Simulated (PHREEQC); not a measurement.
Solution (75 °C): 15 mmol/kgw HF, 0.087 mmol/kgw NH4F and 0.98 mmol/kgw H4SiO4. Closed to the air; pH follows from the charge balance.

Model: ion-association model, wateq4f.dat, run in PHREEQC.

The pH comes out as 2.65 and the ionic strength comes out as 0.00312 mol/kgw. The total alkalinity is -15.0 meq/kg.

| species | molality | activity | log γ |
|---|---|---|---|
| HF | 0.00995 | 0.00996 | 0.000 |
| H+ | 0.00241 | 0.00226 | -0.027 |
| F- | 0.00118 | 0.00110 | -0.030 |
| SiF6-2 | 0.000630 | 0.000483 | -0.115 |
| H4SiO4 | 0.000350 | 0.000350 | 0.000 |
| NH4+ | 8.70e-5 | 8.13e-5 | -0.029 |
| HF2- | 5.10e-5 | 4.76e-5 | -0.030 |
| H2F2 | 3.64e-5 | 3.64e-5 | 0.000 |

This is a speciation only: nothing precipitates in the calculation. At this temperature some constants are extrapolated from 25 °C, and those without enthalpy data are left unchanged. SiF6-2 is the database's only silicon fluoride.
